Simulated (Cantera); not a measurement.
Charge: 1 mol BaF2, 1.7 mol O2, 23 mol N2, equilibrated at 660 Pa.

Cantera equilibrium calculation (NASA polynomials, part measured and part estimated; ideal gas, pure solids and liquids). Candidate condensed phases: Ba, BaF2, BaO; 20 gas species. Equilibrium is a limit: real reactors are often held back by kinetics, nucleation or transport.

Q: Which condensed phases are stable at each of these points (T (K)): 1450, 1500, 1550, 1600, 1650, 1700, 1750, 1800?

A: 
```tsv
T (K)	condensed phases	Ba condensed (%)
1450	BaF2(s)	95.7
1500	BaF2(s)	88.3
1550	BaF2(s)	70.8
1600	BaF2(s)	30.6
1650	gas only	0.0
1700	gas only	0.0
1750	gas only	0.0
1800	gas only	0.0
```

From 1450 K to 1600 K the condensed part is BaF2(s). From 1650 K to 1800 K nothing is condensed.
